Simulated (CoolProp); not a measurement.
The numbers come from the reference Helmholtz-energy equation of state, Thol 2014 in CoolProp.

Problem. Give the vapour pressure (MPa), liquid density (kg/m³), enthalpy of vaporisation (kJ/kg), liquid cp (kJ/(kg K)) of saturated diethyl ether at 335.2, 396.2, 406.4 K.

Solution. 
| T (K) | p (MPa) | liquid density (kg/m³) | enthalpy of vaporisation (kJ/kg) | liquid cp (kJ/(kg K)) |
|---|---|---|---|---|
| 335.2 | 0.246 | 663 | 333 | 2.48 |
| 396.2 | 1.07 | 572 | 260 | 2.82 |
| 406.4 | 1.31 | 553 | 244 | 2.91 |
